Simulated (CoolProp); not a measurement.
Saturation properties of R134a (Tc = 101.1 °C, pc = 40.59 bar, ω = 0.327).

Computed with CoolProp (reference Helmholtz-energy equation of state, Tillner-Roth 1994).

```json
[
 {"T (°C)": "-48.05", "p (bar)": "0.3296", "liquid density (kg/m³)": "1441", "vapour density (kg/m³)": "1.833", "liquid conductivity (mW/(m K))": "115"},
 {"T (°C)": "-37.45", "p (bar)": "0.5844", "liquid density (kg/m³)": "1410", "vapour density (kg/m³)": "3.135", "liquid conductivity (mW/(m K))": "109"},
 {"T (°C)": "-26.95", "p (bar)": "0.9733", "liquid density (kg/m³)": "1379", "vapour density (kg/m³)": "5.062", "liquid conductivity (mW/(m K))": "104"},
 {"T (°C)": "-16.45", "p (bar)": "1.544", "liquid density (kg/m³)": "1347", "vapour density (kg/m³)": "7.827", "liquid conductivity (mW/(m K))": "99.4"},
 {"T (°C)": "-5.85", "p (bar)": "2.356", "liquid density (kg/m³)": "?", "vapour density (kg/m³)": "11.71", "liquid conductivity (mW/(m K))": "94.6"},
 {"T (°C)": "4.65", "p (bar)": "3.454", "liquid density (kg/m³)": "1279", "vapour density (kg/m³)": "16.93", "liquid conductivity (mW/(m K))": "90.0"},
 {"T (°C)": "15.15", "p (bar)": "?", "liquid density (kg/m³)": "1243", "vapour density (kg/m³)": "23.87", "liquid conductivity (mW/(m K))": "85.4"},
 {"T (°C)": "25.75", "p (bar)": "?", "liquid density (kg/m³)": "1204", "vapour density (kg/m³)": "33.09", "liquid conductivity (mW/(m K))": "80.8"},
 {"T (°C)": "36.25", "p (bar)": "9.181", "liquid density (kg/m³)": "1162", "vapour density (kg/m³)": "45.00", "liquid conductivity (mW/(m K))": "76.3"},
 {"T (°C)": "46.75", "p (bar)": "12.14", "liquid density (kg/m³)": "1117", "vapour density (kg/m³)": "?", "liquid conductivity (mW/(m K))": "71.8"},
 {"T (°C)": "57.25", "p (bar)": "15.75", "liquid density (kg/m³)": "1067", "vapour density (kg/m³)": "80.98", "liquid conductivity (mW/(m K))": "67.3"},
 {"T (°C)": "67.85", "p (bar)": "?", "liquid density (kg/m³)": "1009", "vapour density (kg/m³)": "108.7", "liquid conductivity (mW/(m K))": "62.6"},
 {"T (°C)": "78.35", "p (bar)": "25.42", "liquid density (kg/m³)": "940.6", "vapour density (kg/m³)": "?", "liquid conductivity (mW/(m K))": "57.9"}
]
```

Q: What belongs in the gaps?

A: 
- -5.85, liquid density (kg/m³): 1314
- 15.15, p (bar): 4.907
- 25.75, p (bar): 6.804
- 46.75, vapour density (kg/m³): 60.55
- 67.85, p (bar): 20.17
- 78.35, vapour density (kg/m³): 147.5

It boils at -26.1 °C under 1 atm.

Thermal conductivity comes from a separate model (McLinden 2000), an estimate that may be off by 10 % or more.
